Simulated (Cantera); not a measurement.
Standard-state values (1 bar) from the NASA 1993 polynomials, evaluated with Cantera. Values are per mole of reaction as written; species without (g) are pure solids or liquids, kept so even where they would boil at 1 bar.

Between 725 and 1125 K, where is each reaction favourable under standard conditions?
- 2 HBO2(g) + H2(g) = 2 B + 4 OH(g)


- 2 HBO2(g) + H2(g) = 2 B + 4 OH(g): ΔG° is 1174 kJ at 725 K and 1111 kJ at 1125 K; it stays positive (K < 1). ΔH° is 1292 kJ and ΔS° 161 J/K at 1125 K.
